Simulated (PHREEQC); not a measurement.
## Buffer: an equilibrium model

A solution holds 0.063 mol NaHCO3, 0.0041 mol Na2SO4 and 0.12 mol LiCl per kg of water, at 25 °C. Closed to the air; pH follows from the charge balance.

Computed with PHREEQC (ion-association model, wateq4f.dat).

No solid was allowed to form.

Task: Estimate the pH, activity of water, ionic strength.

Result: pH 8.01; activity of water 0.994; ionic strength 0.193 mol/kgw.

Task: In which forms is C present?

Result: HCO3- 95 %, NaHCO3 2.0 %, CO2 1.5 %, CO3-2 1.1 % of the C.
